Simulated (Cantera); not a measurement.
Cantera run, input and output.

```python
import numpy as np
import cantera as ct

gas = ct.Solution("gri30.yaml")
gas.TPX = 1198, 13000, {'CO': 0.028, 'O2': 0.024, 'H2O': 0.00032, 'N2': 1}
inlet = ct.Reservoir(gas, clone=True)

reactor = ct.IdealGasConstPressureReactor(gas, energy="off", clone=False)
exhaust = ct.Reservoir(gas, clone=True)
tau = [8.3, 3.9, 1.9, 0.88, 0.42, 0.2, 0.093, 0.044, 0.021, 0.0099][0]
for a, b in ((inlet, reactor), (reactor, exhaust)):
    ct.MassFlowController(a, b, mdot=lambda t: reactor.mass / tau)
net = ct.ReactorNet([reactor])
show = ['CO', 'O2', 'H2O', 'OH', 'NO', 'H2']

rows = []
print(f"{'tau/s':>10s}{'T/K':>9s}" + "".join(f"{s:>11s}" for s in show))
for tau in [8.3, 3.9, 1.9, 0.88, 0.42, 0.2, 0.093, 0.044, 0.021, 0.0099]:
    net.initial_time = 0.0
    net.advance(30 * tau)
    before = gas.X
    net.advance(40 * tau)
    drift = np.max(np.abs(gas.X - before) / (gas.X + 1e-9))
    rows.append([gas.T, *gas[show].X, drift])
    print(f"{tau:10.3e}{gas.T:9.1f}" + "".join(f"{x:11.3e}" for x in gas[show].X))
```

It prints:

```
     tau/s      T/K         CO         O2        H2O         OH         NO         H2
 8.300e+00   1198.0  7.995e-04  9.938e-03  2.849e-04  1.824e-05  2.059e-06  3.193e-06
 3.900e+00   1198.0  1.309e-03  1.014e-02  2.702e-04  2.264e-05  2.060e-06  4.828e-06
 1.900e+00   1198.0  2.089e-03  1.044e-02  2.469e-04  2.717e-05  2.307e-06  6.757e-06
 8.800e-01   1198.0  3.448e-03  1.097e-02  2.080e-04  3.155e-05  2.793e-06  8.738e-06
 4.200e-01   1198.0  5.597e-03  1.181e-02  1.585e-04  3.375e-05  3.273e-06  9.508e-06
 2.000e-01   1198.0  8.971e-03  1.313e-02  1.136e-04  3.278e-05  3.231e-06  8.438e-06
 9.300e-02   1198.0  1.354e-02  1.505e-02  9.720e-05  3.038e-05  2.225e-06  6.750e-06
 4.400e-02   1198.0  1.811e-02  1.724e-02  1.170e-04  2.877e-05  1.000e-06  5.713e-06
 2.100e-02   1198.0  2.202e-02  1.945e-02  1.729e-04  2.598e-05  2.606e-07  4.698e-06
 9.900e-03   1198.0  2.505e-02  2.152e-02  2.548e-04  1.648e-05  1.999e-08  2.490e-06
```

Computed with Cantera and GRI-Mech 3.0 (53 species, 325 reactions).
